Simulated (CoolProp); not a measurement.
Values from CoolProp's reference Helmholtz-energy equation of state, Polt 1992. This equation is an older, rougher fit; its heat capacities, sound speeds and derivatives of the liquid may be far off and weren't checked against measurements.

Problem. For cyclopropane, give the phase and the Z, fugacity coefficient at 130.65 °C and 2.34 MPa; 115.95 °C and 10.2 MPa; 30.85 °C and 28 MPa.

Solution. 
- 130.65 °C and 2.34 MPa: gas; Z 0.847, fugacity coefficient 0.865
- 115.95 °C and 10.2 MPa: liquid; Z 0.277, fugacity coefficient 0.377
- 30.85 °C and 28 MPa: liquid; Z 0.709, fugacity coefficient 0.0538
